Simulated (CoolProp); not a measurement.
Vapour-liquid equilibrium of acetone (1) + cyclohexane (2) at 452.5 K; x and y are mole fractions of (1).

The numbers come from the multi-fluid Helmholtz-energy mixture model, Lemmon 2006 and Zhou 2014; pair parameters Bell 2016 in CoolProp.

| x | bubble pressure (MPa) | y at the bubble point | dew pressure at overall composition x (MPa) | liquid density (mol/L) |
|---|---|---|---|---|
| 0.05 | 1.125 | 0.160 | 1.004 | 7.251 |
| 0.125 | 1.323 | 0.303 | 1.084 | 7.321 |
| 0.2 | (withheld) | 0.395 | 1.176 | 7.399 |
| 0.275 | 1.590 | 0.462 | 1.280 | 7.488 |
| 0.35 | 1.684 | 0.517 | 1.397 | 7.592 |
| 0.425 | (withheld) | 0.565 | (withheld) | 7.715 |
| 0.5 | 1.827 | 0.611 | 1.656 | (withheld) |
| 0.575 | 1.882 | 0.657 | 1.777 | 8.034 |
| 0.65 | 1.926 | (withheld) | 1.875 | 8.239 |
| 0.725 | 1.959 | 0.755 | 1.941 | 8.480 |
| 0.8 | 1.980 | 0.811 | 1.977 | 8.760 |
| 0.875 | 1.987 | 0.874 | 1.987 | 9.082 |
| 0.95 | 1.976 | 0.946 | (withheld) | 9.447 |

Problem. Some entries are withheld; supply them.

Solution. 
- 0.2, bubble pressure (MPa): 1.473
- 0.425, bubble pressure (MPa): 1.762
- 0.425, dew pressure at overall composition x (MPa): 1.525
- 0.5, liquid density (mol/L): 7.860
- 0.65, y at the bubble point: 0.704
- 0.95, dew pressure at overall composition x (MPa): 1.975

y crosses x between x = 0.8 and 0.875: the model has an azeotrope there.

The pair parameters rest on a limited set of measurements; away from them the model extrapolates.
